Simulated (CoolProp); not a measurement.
Vapour pressure (kPa) of fluoroethane (R161): the reference equation beside estimates from Tc = 375.2 K, pc = 5010 kPa, ω = 0.216. Clausius-Clapeyron is anchored at 306.2 K with a constant enthalpy of vaporisation of 15.64 kJ/mol.

Model: reference Helmholtz-energy equation of state, Wu 2012, in CoolProp.

```csv
T (K),reference,Clausius-Clapeyron,van der Waals,Redlich-Kwong,Soave-Redlich-Kwong
284.1,617.3,709.9,1481,821.3,621.2
295.1,849.8,908.6,1773,1089,857.7
306.2,1145,1145,2103,1416,1158
317.2,1505,1416,2466,1800,1527
328.3,1947,1731,2869,2254,1979
339.3,2474,2084,3306,2774,2516
350.4,3107,2484,3787,3373,3158
361.4,3854,2925,4303,4046,3903
```

Absolute difference from the reference over all 8 rows, mean and median: Clausius-Clapeyron 12.4 and 13.0 %, van der Waals 63.8 and 55.6 %, Redlich-Kwong 18.2 and 17.7 %, Soave-Redlich-Kwong 1.3 and 1.4 %.
